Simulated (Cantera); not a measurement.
**Thermodynamics of sublimation and decomposition of ceramics, feed Si3N4 + N2 + O2**

Charge: 1 mol Si3N4, 0.026 mol N2, 0.00014 mol O2, held at 1.00 bar.

These are equilibrium values from Cantera (NASA tables, ideal gas, pure condensed phases), not measurements of a reactor. Candidate condensed phases: Si, SiO2, Si2N2O, Si3N4; 16 gas species. The tables' values for SiN are old estimates; treat these amounts as uncertain. Rates play no part.

| T (K) | log p N2 | log p Si | log p SiN | log p Si2 | log p Si2N | log p Si3 | log p SiO | n Si(l) |
|---|---|---|---|---|---|---|---|---|
| 2425 | 0.00 | -2.57 | -3.52 | -4.20 | -3.55 | -4.95 | -3.86 | 2.99 |
| 2475 | 0.00 | -2.41 | -3.39 | -4.00 | -3.43 | -4.75 | -3.86 | 2.99 |
| 2525 | 0.00 | -2.24 | -3.26 | -3.80 | -3.32 | -4.57 | -3.86 | 2.98 |
| 2575 | 0.00 | -2.09 | -3.13 | -3.61 | -3.21 | -4.39 | -3.86 | 2.98 |
| 2625 | -0.01 | -1.94 | -3.01 | -3.43 | -3.10 | -4.22 | -3.87 | 2.97 |
| 2675 | -0.01 | -1.79 | -2.90 | -3.26 | -3.00 | -4.05 | -3.87 | 2.96 |
| 2725 | -0.01 | -1.65 | -2.79 | -3.10 | -2.90 | -3.89 | -3.87 | 2.94 |
| 2775 | -0.02 | -1.52 | -2.69 | -2.94 | -2.81 | -3.74 | -3.87 | 2.92 |
| 2825 | -0.02 | -1.39 | -2.59 | -2.78 | -2.72 | -3.59 | -3.88 | 2.89 |
| 2875 | -0.03 | -1.27 | -2.49 | -2.63 | -2.64 | -3.45 | -3.89 | 2.85 |
| 2925 | -0.04 | -1.15 | -2.40 | -2.49 | -2.56 | -3.32 | -3.90 | 2.80 |
log p: log10 of the partial pressure in bar; n: condensed amount in mol.

From 2425 K to 2925 K the condensed part is Si(l). The main Si-bearing gas is Si throughout. The share of Si in condensed phases is highest at 2425 K (99.7 %) and lowest at 2925 K (93.5 %).
